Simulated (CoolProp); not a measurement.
Values from CoolProp's reference Helmholtz-energy equation of state, Thol 2018.

**Question.** For hydrogen chloride, give the phase and the Joule-Thomson coefficient (K/MPa) at 302.55 °C and 17.9 bar; 302.55 °C and 386 bar.

**Answer.** 
- 302.55 °C and 17.9 bar: gas; Joule-Thomson coefficient 4.26
- 302.55 °C and 386 bar: supercritical; Joule-Thomson coefficient 1.59
